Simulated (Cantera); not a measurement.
Mixture: H2 : O2 : N2 : H2O = 1 : 0.51 : 1.92 : 0.39 (molar parts), equivalence ratio 0.98, at 37.0 bar, adiabatic and at constant volume. Ignition delay is the time to a rise of 400 K.

Detailed kinetics in Cantera: GRI-Mech 3.0 (53 species, 325 reactions). The hydrogen kinetics of GRI-Mech 3.0 are dated; newer H2 mechanisms differ, most at raised pressure. The pressure lies above the range GRI-Mech 3.0 was tuned for (to about 10 atm).

What does this change do: pressure from 37.0 bar to 5.00 bar?


| quantity | before | after |
|---|---|---|
| delay at 1200 K | 0.130 ms | 0.130 ms |
| delay at 1275 K | 45.6 µs | 16.4 µs |
| delay at 1350 K | 17.2 µs | 7.21 µs |
| delay at 1425 K | 6.70 µs | 4.53 µs |
| delay at 1500 K | 2.64 µs | 3.26 µs |
| delay at 1575 K | 1.09 µs | 2.52 µs |
| delay at 1650 K | 0.535 µs | 2.05 µs |
| apparent activation energy between 1500 and 1650 K | 220 kJ/mol | 64 kJ/mol |
Where the delays flatten at high temperature, the 400 K rule measures the pace of heat release, not the induction time.

What does this change do: pressure from 37.0 bar to 7.20 bar?


| quantity | before | after |
|---|---|---|
| delay at 1200 K | 0.130 ms | 0.189 ms |
| delay at 1275 K | 45.6 µs | 31.2 µs |
| delay at 1350 K | 17.2 µs | 7.04 µs |
| delay at 1425 K | 6.70 µs | 3.66 µs |
| delay at 1500 K | 2.64 µs | 2.43 µs |
| delay at 1575 K | 1.09 µs | 1.80 µs |
| delay at 1650 K | 0.535 µs | 1.42 µs |
| apparent activation energy between 1500 and 1650 K | 220 kJ/mol | 73 kJ/mol |
